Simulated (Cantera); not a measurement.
A perfectly stirred reactor is fed with 10.8 % H₂, 76.9 % O₂, 12.3 % N₂, at 20.0 Torr; it is held at 1075 K, and followed from long to short residence time.

Detailed kinetics in Cantera: the H2/O2 subset of GRI-Mech 3.0, which has no nitrogen chemistry. Radical loss at walls, strong at low pressure, is not modelled. The temperature is held fixed by assumption; the heat of reaction is taken as removed at once.

Question: Predict: x(H₂) at τ = 1.70 s; x(O₂) at τ = 1.70 s; x(H₂O₂) at τ = 1.70 s; x(H) at τ = 1.70 s; x(HO₂) at τ = 1.70 s; x(H₂) at τ = 44.0 ms; x(O₂) at τ = 44.0 ms; x(H₂O₂) at τ = 44.0 ms; x(H) at τ = 44.0 ms; x(HO₂) at τ = 44.0 ms.

Answer: 
```
Quantity                  Result
----------------------  --------
x(H₂) at τ = 1.70 s     0.000292
x(O₂) at τ = 1.70 s        0.755
x(H₂O₂) at τ = 1.70 s    2.93e-7
x(H) at τ = 1.70 s       5.05e-5
x(HO₂) at τ = 1.70 s     4.40e-6
x(H₂) at τ = 44.0 ms     0.00250
x(O₂) at τ = 44.0 ms       0.750
x(H₂O₂) at τ = 44.0 ms   5.36e-7
x(H) at τ = 44.0 ms      0.00181
x(HO₂) at τ = 44.0 ms    1.24e-5
```
